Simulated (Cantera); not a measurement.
Cantera run:

```python
import numpy as np
import cantera as ct

gas_names = """
    F F2 H HF H2 H2F2 H3F3 H4F4 H5F5 H6F6 H7F7 Mg MgF MgF2 MgH MgN Mg2 Mg2F4 N NF NF2 NF3 NH NH2 NH3 N2
    N2H2 N2H4
""".split()
cond_names = """
    Mg(cr) Mg(L) MgF2(s) MgF2(L)
""".split()


# ... load() reads the species with a 1 bar reference pressure and builds the phases ...
atoms = {
    'MgF2': {'Mg': 1, 'F': 2},
    'HF': {'H': 1, 'F': 1},
    'N2': {'N': 2},
}
top_T = {}  # K; cautious upper limits of use, not melting points


# ... equilibrate(T, P, feed) seeds the gas with the atoms and calls Mixture.equilibrate('TP', solver="vcs", rtol=1e-11, max_steps=5000) ...
results = []
feed = {'MgF2': 1, 'HF': 0.13, 'N2': 11}  # mol
T = 1723.15  # K
P = 1.9  # Pa
mix = equilibrate(T, P, feed)
results.append((T, P, feed, dict(zip(mix.species_names, mix.species_moles))))
print(gas.report(threshold=0.001))
for i in range(1, mix.n_phases):
    print(f"{mix.phase(i).name:16s} {mix.phase_moles(i):12.5e} mol")
```

It prints:

```
       temperature   1723.2 K
          pressure   1.9 Pa
           density   4.0772e-06 kg/m^3
  mean mol. weight   30.744 kg/kmol
   phase of matter   gas

                          1 kg             1 kmol
                     ---------------   ---------------
          enthalpy       -4.4603e+05       -1.3713e+07  J
   internal energy       -9.1204e+05        -2.804e+07  J
           entropy             11334        3.4845e+05  J/K
    Gibbs function       -1.9976e+07       -6.1415e+08  J
 heat capacity c_p            1210.2             37208  J/K
 heat capacity c_v            939.81             28893  J/K

                      mass frac. Y      mole frac. X     chem. pot. / RT
                     ---------------   ---------------   ---------------
                HF         0.0069678          0.010707           -58.626
              MgF2           0.16636          0.082096           -100.93
                N2           0.82602           0.90653           -37.418
     [  +25 minor]        0.00064357        0.00067165

Mg(L)             0.00000e+00 mol
MgF2(L)           0.00000e+00 mol
```

Cantera equilibrium calculation (NASA polynomials, part measured and part estimated; ideal gas, pure solids and liquids).
